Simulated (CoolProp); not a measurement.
Model: reference Helmholtz-energy equation of state, Tillner-Roth 1997, in CoolProp.

Problem. For CH2F2 (R32), give the phase and the density (kg/m³), speed of sound (m/s), viscosity (µPa s), Prandtl number at 166.2 K and 0.411 bar; 225.9 K and 38.1 bar.

Solution. 
- 166.2 K and 0.411 bar: liquid; density 1360, speed of sound 1260, viscosity 802, Prandtl number 5.49
- 225.9 K and 38.1 bar: liquid; density 1210, speed of sound 968, viscosity 291, Prandtl number 2.40

Viscosity comes from a separate model (Bell 2016), an estimate that may be off by 10 % or more. Thermal conductivity comes from a separate model (Huber 2003), an estimate that may be off by 10 % or more.
